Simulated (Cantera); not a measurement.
Thermodynamics of silicon etching in halogen gases, feed Si + HF

Input: 1 mol Si, a varied amount of HF, equilibrated at 1173.15 K and 0.0180 bar.

Method: chemical equilibrium by Gibbs-energy minimisation in Cantera with the NASA 1993 tables (ideal gas, pure condensed phases). Candidate condensed phases: Si; 25 gas species. The tables' values for SiF3, SiF2 are old estimates; treat these amounts as uncertain. The numbers say what is thermodynamically allowed, not how fast it happens.

From 1 mol HF to 3.9 mol HF the condensed part is Si(s). From 4.8 mol HF to 14 mol HF nothing is condensed. The main Si-bearing gas is SiF4 throughout.

| n(HF) (mol) | x HF | x H2 | x SiF4 | x SiHF3 | x SiF3 | x SiH2F2 | x SiF2 | n Si(s) |
|---|---|---|---|---|---|---|---|---|
| 1 | 0.000352 | 0.660 | 0.318 | 0.0144 | 0.00653 | 0.000322 | 0.000159 | 0.746 |
| 1.3 | 0.000352 | 0.660 | 0.318 | 0.0144 | 0.00653 | 0.000322 | 0.000159 | 0.670 |
| 1.6 | 0.000352 | 0.660 | 0.318 | 0.0144 | 0.00653 | 0.000322 | 0.000159 | 0.594 |
| 2 | 0.000352 | 0.660 | 0.318 | 0.0144 | 0.00653 | 0.000322 | 0.000159 | 0.492 |
| 2.5 | 0.000352 | 0.660 | 0.318 | 0.0144 | 0.00653 | 0.000322 | 0.000159 | 0.365 |
| 3.1 | 0.000352 | 0.660 | 0.318 | 0.0144 | 0.00653 | 0.000322 | 0.000159 | 0.213 |
| 3.9 | 0.000352 | 0.660 | 0.318 | 0.0144 | 0.00653 | 0.000322 | 0.000159 | 0.00929 |
| 4.8 | 0.211 | 0.526 | 0.263 | 1.58e-5 | 8.06e-6 | 4.73e-10 | 2.92e-10 | 0 |
| 6 | 0.400 | 0.400 | 0.200 | 4.82e-6 | 2.81e-6 | 5.75e-11 | 4.68e-11 | 0 |
| 7.4 | 0.531 | 0.312 | 0.156 | 2.21e-6 | 1.46e-6 | 1.55e-11 | 1.62e-11 | 0 |
| 9.3 | 0.639 | 0.241 | 0.120 | 1.10e-6 | 8.23e-7 | 4.93e-12 | 6.66e-12 | 0 |
| 12 | 0.727 | 0.182 | 0.0909 | 5.48e-7 | 4.74e-7 | 1.63e-12 | 2.92e-12 | 0 |
| 14 | 0.769 | 0.154 | 0.0769 | 3.71e-7 | 3.49e-7 | <1e-12 | 1.87e-12 | 0 |
x: gas mole fraction; n: condensed amount in mol.
